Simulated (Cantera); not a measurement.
A closed system holds: 1 mol Cu, 0.4 mol H2O, 7.5 mol H2, at 2073 K.

Cantera equilibrium calculation (NASA polynomials, part measured and part estimated; ideal gas, pure solids and liquids). Candidate condensed phases: Cu, CuO, Cu(OH)2, Cu2O, H2O; 12 gas species. Kinetics and transport are ignored.

log p: log10 of the partial pressure in bar; n: condensed amount in mol.

```csv
P (Pa),log p H2,log p H,log p Cu,log p H2O,n Cu(l)
10,-4.19,-4.67,-5.00,-5.42,0
82,-3.20,-4.18,-4.05,-4.46,0
670,-2.26,-3.71,-3.13,-3.53,0
5500,-1.34,-3.25,-2.21,-2.61,0
45000,?,?,-2.08,?,?
370000,?,?,-2.08,?,0.982
3000000,1.45,-1.85,-2.08,0.18,0.998
```

Question: Some entries are withheld; supply them.

Answer: 
- 370000, log p H2: 0.54
- 370000, log p H: -2.31
- 370000, log p H2O: -0.73
- 45000, log p H2: -0.38
- 45000, log p H: -2.77
- 45000, log p H2O: -1.65
- 45000, n Cu(l): 0.850
